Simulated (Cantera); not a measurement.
Charge: 1 mol Si3H8, 5.8 mol N2, 0.015 mol Cl2.

Method: chemical equilibrium by Gibbs-energy minimisation in Cantera with the NASA 1993 tables (ideal gas, pure condensed phases). Candidate condensed phases: NH4Cl, Si, Si3N4; 28 gas species. The feed counts by its element totals alone. N2 is the only nitrogen source here; it is nearly inert below about 1500 K, so the nitride shown seldom forms there in practice. The tables' values for SiCl3 are old estimates. The numbers say what is thermodynamically allowed, not how fast it happens.

Stable condensed phases, one row left out:

```
T in °C \ P in Pa
            100    230    540   1300   2900   6800  16000  37000  86000 200000
   1427       A      A      B      B      B      B      B      B      B      B
   1377       A      B      B      B      B      B      B      B      B      B
   1277       B      B      B      B      B      B      B      B      B      B
   1227       B      B      B      B      B      B      B      B      B      B
   1177       B      B      B      B      B      B      B      B      B      B
   1127       B      B      B      B      B      B      B      B      B      B
   1077       B      B      B      B      B      B      B      B      B      B
   1027       B      B      B      B      B      B      B      B      B      B
    977       B      B      B      B      B      B      B      B      B      B
    927       B      B      B      B      B      B      B      B      B      B
    877       B      B      B      B      B      B      B      B      B      B
```

A: Si; B: Si3N4.

Give the row for 1327 °C.

100: Si3N4; 230: Si3N4; 540: Si3N4; 1300: Si3N4; 2900: Si3N4; 6800: Si3N4; 16000: Si3N4; 37000: Si3N4; 86000: Si3N4; 200000: Si3N4.
